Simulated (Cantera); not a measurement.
Charge: 1 mol TEOS, 5 mol CO2, 2.4 mol N2, equilibrated at 0.240 bar.

Cantera equilibrium calculation (NASA polynomials, part measured and part estimated; ideal gas, pure solids and liquids). Candidate condensed phases: C, C6H6, C7H8, C8H18, H2O, Si, SiC, SiO2, Si2N2O, Si3N4; 151 gas species. The feed counts by its element totals alone. The tables hold silica as quartz up to 1696 K and as liquid above; real silica turns to tridymite and cristobalite and melts near 1996 K. Kinetics and transport are ignored. All values below are at 1448 K.

Base state: CO 0.492, H2 0.409, N2 0.0983, HCN 0.000145, CH4 0.000134, H2O 0.000122, CO2 6.20e-5, H 1.20e-5 (mole fractions); condensed: C(graphite) + SiO2(β-quartz).

Q: What changes in the equilibrium state with this change: TEOS replaced by SiH4?

A: 
| species | before | after |
|---|---|---|
| CO | 0.492 | 0.336 |
| N2 | 0.0983 | 0.255 |
| CO2 | 6.20e-5 | 0.196 |
| H2 | 0.409 | 0.0894 |
| H2O | 0.000122 | 0.123 |
| CH4 | 0.000134 | <1e-9 |
| HCN | 0.000145 | 1.62e-8 |
| H | 1.20e-5 | 5.62e-6 |
| C(graphite), mol | 0.997 | 0 |
| SiO2(β-quartz), mol | 1.000 | 1.00 |
Gases not in the tables: Si(OH)4.
